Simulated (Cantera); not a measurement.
Source: NASA polynomial tables (part measured, part estimated), evaluated in Cantera. Values are per mole of reaction as written; species without (g) are pure solids or liquids, kept so even where they would boil at 1 bar.

4 COS(g) + 3 CaO ⇌ 4 CO(g) + SO₃(g) + 3 CaS, with ΔH° = 201.4 kJ and ΔS° = 176.2 J/K at 300 K.

Problem. How far is the shortcut ΔG° ≈ ΔH°(300 K) − T·ΔS°(300 K) from the full temperature-dependent value at 498, 523, 548, 573, 598 K?

Solution. 
| T (K) | shortcut (kJ) | full (kJ) | difference (kJ) | difference in log10 K |
|---|---|---|---|---|
| 498 | 113.6 | 113.3 | 0.3 | -0.04 |
| 523 | 109.2 | 108.8 | 0.4 | -0.04 |
| 548 | 104.8 | 104.4 | 0.4 | -0.04 |
| 573 | 100.4 | 100.0 | 0.4 | -0.04 |
| 598 | 96.0 | 95.6 | 0.4 | -0.03 |
The shortcut ignores the heat-capacity change of the reaction.
